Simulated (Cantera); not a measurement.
Transport properties of process gases

Gas mixture: 73.8 % CH₃OH, 15.5 % CO₂, 10.7 % C₂H₂, at 36.0 Pa, frozen composition.

Cantera's kinetic-theory transport with the Lennard-Jones parameters of GRI-Mech 3.0, ideal gas; thermal conductivity in the mixture-averaged form. Polar gases are described roughly by these parameters. The composition is frozen, though it would react at the higher temperatures.

| T (K) | ρ (kg/m³) | cp (J/kg/K) | μ (µPa s) | λ (mW/m/K) | Pr | D (cm²/s) H₂O | D (cm²/s) NO | D (cm²/s) NH₃ |
|---|---|---|---|---|---|---|---|---|
| 400 | 0.000360 | 1495 | 14.2 | 28.5 | 0.745 | 781 | 737 | 756 |
| 550 | 0.000262 | 1807 | 19.3 | 46.6 | 0.747 | 1470 | 1310 | 1420 |
| 700 | 0.000206 | 2073 | 24.0 | 66.2 | 0.753 | 2350 | 2010 | 2260 |
| 850 | 0.000169 | 2278 | 28.4 | 85.9 | 0.754 | 3400 | 2810 | 3250 |
| 1000 | 0.000144 | 2462 | 32.5 | 105 | 0.760 | 4600 | 3710 | 4380 |
| 1150 | 0.000125 | 2606 | 36.3 | 124 | 0.762 | 5940 | 4710 | 5640 |
D: mixture-averaged diffusion coefficient of that species in the mixture.
